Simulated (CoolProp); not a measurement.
Vapour-liquid equilibrium of R113 (1) + n-heptane (2) at 0.0121 MPa; x and y are mole fractions of (1).

Computed with CoolProp (multi-fluid Helmholtz-energy mixture model, Marx 1992 and Span 2003; pair parameters Bell 2016).

| x | bubble temperature, mixture model (°C) | bubble temperature, Raoult's law (°C) | y, mixture model | y, Raoult's law |
|---|---|---|---|---|
| 0.05 | 32.2 | 34.0 | 0.320 | 0.261 |
| 0.15 | 21.7 | 25.4 | 0.633 | 0.564 |
| 0.25 | 14.9 | 18.9 | 0.771 | 0.724 |
| 0.35 | 10.1 | 13.8 | 0.844 | 0.818 |
| 0.45 | 6.6 | 9.7 | 0.889 | 0.877 |
| 0.55 | 3.9 | 6.2 | 0.918 | 0.918 |
| 0.65 | 1.7 | 3.3 | 0.941 | 0.946 |
| 0.75 | -0.2 | 0.8 | 0.959 | 0.967 |
| 0.85 | -1.9 | -1.5 | 0.975 | 0.983 |
| 0.95 | -3.6 | -3.5 | 0.992 | 0.995 |

The largest gap from Raoult's law is -4.0 K in bubble temperature, at x = 0.25. No azeotrope shows between x = 0.05 and 0.95.

The pair parameters rest on a limited set of measurements; away from them the model extrapolates.
